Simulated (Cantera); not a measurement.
A perfectly stirred reactor is fed with CH₄ : O₂ : N₂ = 1 : 3.08 : 11.6 (molar parts), equivalence ratio 0.65, at 620000 Pa; it is adiabatic with a 475 K inlet, and is followed from long to short residence time, starting on the burning branch (τ in s: 0.078, 0.032, 0.014, 0.0056, 0.0023, 0.00098, 0.00041, 0.00017, 7.1e-05).

Model: GRI-Mech 3.0 (53 species, 325 reactions), integrated in Cantera.

### Question
What does this change do: O2 3.08 to 4.2 parts?

### Answer
```tsv
quantity	before	after
blow-out, bracketed by the residence times tried	burning at 0.170 ms, out at 71.0 µs	burning at 0.170 ms, out at 71.0 µs
x(CH₄) at τ = 78.0 ms	4.44e-6	5.95e-6
x(O₂) at τ = 78.0 ms	0.0687	0.131
x(NO₂) at τ = 78.0 ms	1.57e-7	8.41e-8
x(CO₂) at τ = 78.0 ms	0.0636	0.0594
x(CO) at τ = 78.0 ms	0.000123	9.20e-5
x(CH₄) at τ = 2.30 ms	6.28e-5	8.37e-5
x(O₂) at τ = 2.30 ms	0.0693	0.131
x(NO₂) at τ = 2.30 ms	7.89e-8	5.71e-8
x(CO₂) at τ = 2.30 ms	0.0623	0.0581
x(CO) at τ = 2.30 ms	0.00129	0.00127
```

### Question
What does this change do: inlet temperature 475 to 748 K?

### Answer
```json
[
 {"quantity": "blow-out, bracketed by the residence times tried", "before": "burning at 0.170 ms, out at 71.0 µs", "after": "burning at 71.0 µs, the shortest tried"},
 {"quantity": "x(CH₄) at τ = 78.0 ms", "before": "4.44e-6", "after": "1.36e-6"},
 {"quantity": "x(O₂) at τ = 78.0 ms", "before": "0.0687", "after": "0.0681"},
 {"quantity": "x(NO₂) at τ = 78.0 ms", "before": "1.57e-7", "after": "1.98e-6"},
 {"quantity": "x(CO₂) at τ = 78.0 ms", "before": "0.0636", "after": "0.0634"},
 {"quantity": "x(CO) at τ = 78.0 ms", "before": "0.000123", "after": "0.000324"},
 {"quantity": "x(CH₄) at τ = 2.30 ms", "before": "6.28e-5", "after": "3.04e-5"},
 {"quantity": "x(O₂) at τ = 2.30 ms", "before": "0.0693", "after": "0.0688"},
 {"quantity": "x(NO₂) at τ = 2.30 ms", "before": "7.89e-8", "after": "2.25e-7"},
 {"quantity": "x(CO₂) at τ = 2.30 ms", "before": "0.0623", "after": "0.0624"},
 {"quantity": "x(CO) at τ = 2.30 ms", "before": "0.00129", "after": "0.00120"}
]
```

### Question
What does this change do: O2 3.08 to 4.3 parts?

### Answer
```csv
quantity,before,after
"blow-out, bracketed by the residence times tried","burning at 0.170 ms, out at 71.0 µs","burning at 0.170 ms, out at 71.0 µs"
x(CH₄) at τ = 78.0 ms,4.44e-6,6.13e-6
x(O₂) at τ = 78.0 ms,0.0687,0.136
x(NO₂) at τ = 78.0 ms,1.57e-7,7.91e-8
x(CO₂) at τ = 78.0 ms,0.0636,0.0591
x(CO) at τ = 78.0 ms,0.000123,9.19e-5
x(CH₄) at τ = 2.30 ms,6.28e-5,8.61e-5
x(O₂) at τ = 2.30 ms,0.0693,0.137
x(NO₂) at τ = 2.30 ms,7.89e-8,5.58e-8
x(CO₂) at τ = 2.30 ms,0.0623,0.0577
x(CO) at τ = 2.30 ms,0.00129,0.00128
```
